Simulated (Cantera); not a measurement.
Feed: 1 mol V, 0.1 mol NH₃, held at 1823 K and 1.00 bar.

Equilibrium computed with Cantera from the NASA thermochemical tables; the gas is ideal and each condensed phase is pure. Candidate condensed phases: V, VN; 11 gas species. Mutual solubility and eutectic melting of coexisting phases are not modelled. VN: taken at fixed stoichiometry. Condensed phases not in the tables: V₂N, N, O or C dissolved in the metal. Kinetics and transport are ignored.

What is the equilibrium state?

x(H₂): 0.999
x(H): 0.000433
x(N₂): 0.000174
n(V(s)): 0.900 mol
n(VN(s)): 0.0999 mol
gas amount: 0.1501 mol
